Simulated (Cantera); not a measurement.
A Cantera script and what it prints.

```python
import numpy as np
import cantera as ct

gas_names = """
    TiCL4 CL2 TiCL3 H HCL
""".split()
cond_names = """
    TiCL3(s) Ti(a) Ti(b) Ti(L) TiCL4(L)
""".split()


# ... load() reads the species with a 1 bar reference pressure and builds the phases ...
species = {s.name: s for s in load("nasa_gas.yaml", gas_names) + load("nasa_condensed.yaml", cond_names)}
# Each term lists the table entries of one substance; the one whose range holds T is used.
reactions = {
    '4 TiCl3 = Ti + 3 TiCl4(g)':
        [(-4, ['TiCL3(s)']), (1, ['Ti(a)', 'Ti(b)', 'Ti(L)']), (3, ['TiCL4'])],
    '2 TiCl4 = Cl2(g) + 2 TiCl3(g)':
        [(-2, ['TiCL4(L)']), (1, ['CL2']), (2, ['TiCL3'])],
    '4 H(g) + TiCl4 = 4 HCl(g) + Ti':
        [(-4, ['H']), (-1, ['TiCL4(L)']), (4, ['HCL']), (1, ['Ti(a)', 'Ti(b)', 'Ti(L)'])],
}


def pick(names, T):
    return next(species[n] for n in names if species[n].thermo.min_temp <= T <= species[n].thermo.max_temp)


results = []
for label, terms in reactions.items():
    print(label)
    print("     T/K   dH/kJ  dS/(J/K)   dG/kJ   log10 K")
    for T in [350, 375, 400, 425, 450, 475, 500, 525]:
        used = [(nu, pick(names, T)) for nu, names in terms]
        dH = sum(nu * s.thermo.h(T) for nu, s in used) / 1e6
        dS = sum(nu * s.thermo.s(T) for nu, s in used) / 1e3
        dG = dH - T * dS / 1e3
        logK = -dG * 1e6 / (ct.gas_constant * T * np.log(10))
        results.append((label, T, dH, dS, dG, logK, [s.name for _, s in used]))
        print(f"{T:8g} {dH:8.1f} {dS:8.1f} {dG:8.1f} {logK:8.2f}")
```

It prints:

```
4 TiCl3 = Ti + 3 TiCl4(g)
     T/K   dH/kJ  dS/(J/K)   dG/kJ   log10 K
     350    593.7    524.6    410.1   -61.20
     375    591.9    519.7    397.0   -55.30
     400    590.2    515.3    384.1   -50.15
     425    588.5    511.2    371.2   -45.63
     450    586.8    507.4    358.5   -41.61
     475    585.2    503.8    345.9   -38.03
     500    583.5    500.4    333.3   -34.82
     525    581.9    497.2    320.8   -31.92
2 TiCl4 = Cl2(g) + 2 TiCl3(g)
     T/K   dH/kJ  dS/(J/K)   dG/kJ   log10 K
     350    524.1    334.7    407.0   -60.74
     375    521.5    327.6    398.7   -55.53
     400    519.0    321.1    390.6   -51.00
     425    516.5    315.1    382.6   -47.03
     450    514.1    309.5    374.8   -43.51
     475    511.7    304.3    367.2   -40.37
     500    509.3    299.5    359.6   -37.57
     525    507.0    294.9    352.2   -35.04
4 H(g) + TiCl4 = 4 HCl(g) + Ti
     T/K   dH/kJ  dS/(J/K)   dG/kJ   log10 K
     350   -441.5     53.2   -460.1    68.67
     375   -443.7     47.2   -461.4    64.27
     400   -445.8     41.7   -462.5    60.40
     425   -448.0     36.5   -463.5    56.96
     450   -450.1     31.5   -464.3    53.90
     475   -452.3     26.9   -465.1    51.14
     500   -454.4     22.5   -465.7    48.65
     525   -456.6     18.4   -466.2    46.38
```

Source: NASA polynomial tables (part measured, part estimated), evaluated in Cantera. Condensed species are held in their standard states even where they would react or evaporate.
